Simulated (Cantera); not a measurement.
A perfectly stirred reactor is fed with H₂ : O₂ : N₂ = 1.4 : 1 : 0.52 (molar parts), at 0.450 bar; it is held at 848 K, and followed from long to short residence time.

Model: the H2/O2 subset of GRI-Mech 3.0, which has no nitrogen chemistry, integrated in Cantera. Below about 950 K walls govern HO2 and H2O2 in real vessels. The temperature is held fixed by assumption; the heat of reaction is taken as removed at once.

Task: Predict: x(H₂) at τ = 22.0 s; x(O₂) at τ = 22.0 s; x(O) at τ = 22.0 s; x(OH) at τ = 22.0 s; x(H₂O) at τ = 22.0 s; x(H₂) at τ = 0.100 s; x(O₂) at τ = 0.100 s; x(H₂O) at τ = 0.100 s.

Result: 
- x(H₂) at τ = 22.0 s: 0.302
- x(O₂) at τ = 22.0 s: 0.265
- x(O) at τ = 22.0 s: 5.11e-9
- x(OH) at τ = 22.0 s: 6.91e-9
- x(H₂O) at τ = 22.0 s: 0.233
- x(H₂) at τ = 0.100 s: 0.479
- x(O₂) at τ = 0.100 s: 0.342
- x(H₂O) at τ = 0.100 s: 1.34e-5
